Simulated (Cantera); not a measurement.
Charge: 1 mol CuO, 5.3 mol C, 2.4 mol H2, held at 3.70 mbar.

These are equilibrium values from Cantera (NASA tables, ideal gas, pure condensed phases), not measurements of a reactor. Candidate condensed phases: C, C6H6, C7H8, C8H18, Cu, CuO, Cu(OH)2, Cu2O, H2O; 113 gas species. The numbers say what is thermodynamically allowed, not how fast it happens.

Question: Which condensed phases are stable at each of these points (T (K)): 1673, 1748, 1823, 1898, 1973, 2048, 2123, 2198, 2273, 2348, 2423?

Answer: 
```json
[
 {"T (K)": "1673", "condensed phases": "C(graphite) + Cu(l)", "Cu condensed (%)": "89.4"},
 {"T (K)": "1748", "condensed phases": "C(graphite) + Cu(l)", "Cu condensed (%)": "70.8"},
 {"T (K)": "1823", "condensed phases": "C(graphite) + Cu(l)", "Cu condensed (%)": "19.5"},
 {"T (K)": "1898", "condensed phases": "C(graphite)", "Cu condensed (%)": "0.0"},
 {"T (K)": "1973", "condensed phases": "C(graphite)", "Cu condensed (%)": "0.0"},
 {"T (K)": "2048", "condensed phases": "C(graphite)", "Cu condensed (%)": "0.0"},
 {"T (K)": "2123", "condensed phases": "C(graphite)", "Cu condensed (%)": "0.0"},
 {"T (K)": "2198", "condensed phases": "C(graphite)", "Cu condensed (%)": "0.0"},
 {"T (K)": "2273", "condensed phases": "C(graphite)", "Cu condensed (%)": "0.0"},
 {"T (K)": "2348", "condensed phases": "C(graphite)", "Cu condensed (%)": "0.0"},
 {"T (K)": "2423", "condensed phases": "C(graphite)", "Cu condensed (%)": "0.0"}
]
```

From 1673 K to 1823 K the condensed part is C(graphite) + Cu(l). From 1898 K to 2423 K the condensed part is C(graphite).
